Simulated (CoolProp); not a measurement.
A simple Rankine cycle with R11: condensing at 309.15 K, boiler at 3.59 MPa, turbine inlet 472.1 K, turbine efficiency 0.9, pump efficiency 0.6, no recuperator. Each further row changes one setting.

Values from CoolProp's reference Helmholtz-energy equation of state, Jacobsen 1992.

```
case                             thermal efficiency (%)  net work (kJ/kg)  heat in (kJ/kg)  turbine exit temperature (K)  volume ratio over the turbine
-------------------------------  ----------------------  ----------------  ---------------  ----------------------------  -----------------------------
as stated                                          21.3                 ?              241                         330.0                           25.3
turbine inlet 492.1 K                              21.8              57.1              261                         353.1                              ?
condensing temperature 301.15 K                    22.5              55.8                ?                         321.8                           32.4
boiler pressure 2.51 MPa                           20.2              52.2                ?                         355.8                              ?
turbine efficiency 0.8                                ?                 ?              241                             ?                           26.1
```

**Question.** Fill in the missing entries.

**Answer.** 
- as stated, net work (kJ/kg): 51.4
- turbine inlet 492.1 K, volume ratio over the turbine: 23.2
- condensing temperature 301.15 K, heat in (kJ/kg): 248
- boiler pressure 2.51 MPa, heat in (kJ/kg): 258
- boiler pressure 2.51 MPa, volume ratio over the turbine: 15.5
- turbine efficiency 0.8, thermal efficiency (%): 18.8
- turbine efficiency 0.8, net work (kJ/kg): 45.3
- turbine efficiency 0.8, turbine exit temperature (K): 339.8
